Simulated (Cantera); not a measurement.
A perfectly stirred reactor is fed with CH4 : H2O : H2 = 1 : 0.99 : 0.23 (molar parts), at 100000 Pa; it is held at 1600 K, and followed from long to short residence time.

Computed with Cantera and GRI-Mech 3.0 (53 species, 325 reactions).

Task: What does this change do: pressure from 100000 Pa to 290000 Pa?

Result: 
| quantity | before | after |
|---|---|---|
| x(CH4) at τ = 0.570 s | 0.108 | 0.116 |
| x(H2O) at τ = 0.570 s | 0.287 | 0.269 |
| x(H2) at τ = 0.570 s | 0.473 | 0.480 |
| x(C2H2) at τ = 0.570 s | 0.0886 | 0.0706 |
| x(CH2O) at τ = 0.570 s | 7.13e-7 | 7.24e-7 |
| x(CH4) at τ = 45.0 ms | 0.272 | 0.237 |
| x(H2O) at τ = 45.0 ms | 0.388 | 0.375 |
| x(H2) at τ = 45.0 ms | 0.276 | 0.311 |
| x(C2H2) at τ = 45.0 ms | 0.0550 | 0.0622 |
| x(CH2O) at τ = 45.0 ms | 3.02e-6 | 2.50e-6 |

Task: What does this change do: temperature 1600 to 1325 K?

Result: 
```json
[
 {"quantity": "x(CH4) at τ = 0.570 s", "before": "0.108", "after": "0.442"},
 {"quantity": "x(H2O) at τ = 0.570 s", "before": "0.287", "after": "0.444"},
 {"quantity": "x(H2) at τ = 0.570 s", "before": "0.473", "after": "0.111"},
 {"quantity": "x(C2H2) at τ = 0.570 s", "before": "0.0886", "after": "0.00144"},
 {"quantity": "x(CH2O) at τ = 0.570 s", "before": "7.13e-7", "after": "2.68e-7"},
 {"quantity": "x(CH4) at τ = 45.0 ms", "before": "0.272", "after": "0.450"},
 {"quantity": "x(H2O) at τ = 45.0 ms", "before": "0.388", "after": "0.446"},
 {"quantity": "x(H2) at τ = 45.0 ms", "before": "0.276", "after": "0.104"},
 {"quantity": "x(C2H2) at τ = 45.0 ms", "before": "0.0550", "after": "8.25e-6"},
 {"quantity": "x(CH2O) at τ = 45.0 ms", "before": "3.02e-6", "after": "1.10e-7"}
]
```
